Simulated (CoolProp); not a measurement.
Vapour-liquid equilibrium of carbon dioxide (1) + R143a (2) at -43.85 °C; x and y are mole fractions of (1).

Values from CoolProp's multi-fluid Helmholtz-energy mixture model, Span 1996 and Lemmon and Jacobsen 2000; pair parameters Bell 2016.

### Question
Give the bubble pressure and the first vapour's composition at x = 0.125, 0.275, 0.575. Is there an azeotrope?

### Answer
x = 0.125: 0.2076 MPa, y = 0.488; x = 0.275: 0.3381 MPa, y = 0.734; x = 0.575: 0.5852 MPa, y = 0.900. No azeotrope shows between x = 0.05 and 0.95.

Pair parameters are fitted to limited data, so mixtures are less certain than the pure fluids. The gap from Raoult's law changes sign with composition, which may be real or a fault of the pair parameters; it wasn't checked against measurements.
